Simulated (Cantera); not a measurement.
An adiabatic, constant-volume homogeneous reactor starts with CH4 : H2 : O2 : N2 = 1 : 0.36 : 1.15 : 4.31 (molar parts), at 1250 K and 0.987 atm.

Cantera simulation using GRI-Mech 3.0 (53 species, 325 reactions); the numbers are that mechanism's predictions, not measurements.

x: mole fraction; the columns are a selection and need not sum to one.

| t (s) | T (K) | P (bar) | x CH4 | x H2 | x O2 | x HO2 | x CH2CO |
|---|---|---|---|---|---|---|---|
| 2.00e-6 | 1250 | 1.00 | 0.147 | 0.0528 | 0.169 | 8.73e-9 | <1e-12 |
| 5.70e-6 | 1250 | 1.00 | 0.147 | 0.0528 | 0.169 | 2.49e-8 | <1e-12 |
| 1.62e-5 | 1250 | 1.00 | 0.147 | 0.0528 | 0.169 | 7.08e-8 | <1e-12 |
| 4.62e-5 | 1250 | 1.000 | 0.147 | 0.0528 | 0.169 | 2.00e-7 | <1e-12 |
| 0.000132 | 1250 | 1.000 | 0.147 | 0.0528 | 0.169 | 5.83e-7 | <1e-12 |
| 0.000375 | 1250 | 1.00 | 0.147 | 0.0528 | 0.169 | 2.72e-6 | 2.86e-11 |
| 0.00107 | 1260 | 1.01 | 0.145 | 0.0523 | 0.168 | 9.60e-6 | 3.26e-7 |
| 0.00304 | [?] | 1.13 | [?] | 0.0540 | [?] | [?] | [?] |
| 0.00866 | 2682 | 2.43 | 2.42e-11 | 0.149 | 7.37e-5 | 8.63e-8 | <1e-12 |
| 0.0247 | 2682 | 2.43 | 2.42e-11 | 0.149 | 7.37e-5 | 8.63e-8 | <1e-12 |
| 0.0702 | 2682 | 2.43 | 2.42e-11 | 0.149 | 7.37e-5 | 8.63e-8 | <1e-12 |
| 0.200 | 2682 | 2.43 | 2.42e-11 | 0.149 | 7.37e-5 | 8.63e-8 | <1e-12 |

Question: Fill in the missing entries.

Answer: 
- 0.00304, T (K): 1410
- 0.00304, x CH4: 0.125
- 0.00304, x O2: 0.151
- 0.00304, x HO2: 0.000113
- 0.00304, x CH2CO: 0.000158
